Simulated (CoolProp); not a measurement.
Properties of CHF3 (R23) at several states (Tc = 299.3 K, pc = 48.32 bar, ω = 0.263).

Computed with CoolProp (reference Helmholtz-energy equation of state, Penoncello 2003).

```json
[
 {"T (K)": "264.9", "p (bar)": "79.6", "phase": "liquid", "viscosity (µPa s)": "123", "fugacity coefficient": "[?]"},
 {"T (K)": "129.5", "p (bar)": "24.8", "phase": "liquid", "viscosity (µPa s)": "[?]", "fugacity coefficient": "0.0001603"},
 {"T (K)": "296.3", "p (bar)": "26.2", "phase": "gas", "viscosity (µPa s)": "[?]", "fugacity coefficient": "[?]"}
]
```

Problem. Some entries are withheld; supply them.

Solution. 
- 264.9, fugacity coefficient: 0.2286
- 129.5, viscosity (µPa s): 1340
- 296.3, viscosity (µPa s): 15.7
- 296.3, fugacity coefficient: 0.8027

Viscosity comes from a separate model (Shan 2000).
